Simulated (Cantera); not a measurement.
Input: 1 mol AlBr3, 14 mol O2, 1.7 mol N2, at 11.0 mbar.

Equilibrium computed with Cantera from the NASA thermochemical tables; the gas is ideal and each condensed phase is pure. Candidate condensed phases: Al, AlBr3, AlN, Al2O3, Br2; 21 gas species. Kinetics and transport are ignored. All values below are at 1775 K.

Base state: O2 0.736, Br 0.167, N2 0.0935, NO 0.00246, O 0.000783, Br2 0.000285 (mole fractions); condensed: Al2O3(s).

Q: What changes in the equilibrium state with this change: AlBr3 replaced by AlI3?

A: 
```tsv
species	before	after
O2	0.736	0.736
I	0	0.167
N2	0.0935	0.0934
Br	0.167	0
Br2	0.000285	0
I2	0	2.93e-5
NO	0.00246	0.00246
O	0.000783	0.000783
Al2O3(s), mol	0.500	0.500
```
Further candidate phases: AlI3, I2.
